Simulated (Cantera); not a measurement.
Charge: 1 mol CuO, 29 mol HF, 0.31 mol H2, equilibrated at 13.3 mbar.

Method: chemical equilibrium by Gibbs-energy minimisation in Cantera with the NASA 1993 tables (ideal gas, pure condensed phases). Candidate condensed phases: Cu, CuF2, CuO, Cu(OH)2, Cu2O, H2O; 27 gas species. Kinetics and transport are ignored. All values below are at 1673 K.

Base state: HF 0.937, CuF 0.0308, H2O 0.0256, O2 0.00377, Cu 0.00255, OH 0.000165, H2 5.46e-5, CuF2 4.78e-5 (mole fractions); condensed: gas only.

Question: What changes in the equilibrium state with this change: CuO replaced by B2O3?

Answer: 
```tsv
species	before	after
HF	0.937	0.876
BOF	0	0.0513
H2O	0.0256	0.0470
CuF	0.0308	0
BF3	0	0.0146
H2	5.46e-5	0.0103
Cu	0.00255	0
HBO2	0	0.00101
CuF2	4.78e-5	0
O2	0.00377	3.54e-7
```
Gases not in the tables: H3BO3. Further candidate phases: B, B2O3, B3O3H3.

Question: What changes in the equilibrium state with this change: 0.79 mol O2 added?

Answer: 
```csv
species,before,after
HF,0.937,0.913
CuF,0.0308,0.0309
O2,0.00377,0.0291
Cu,0.00255,0.00157
H2O,0.0256,0.0255
H2,5.46e-5,1.95e-5
O,1.78e-5,4.94e-5
OH,0.000165,0.000273
```
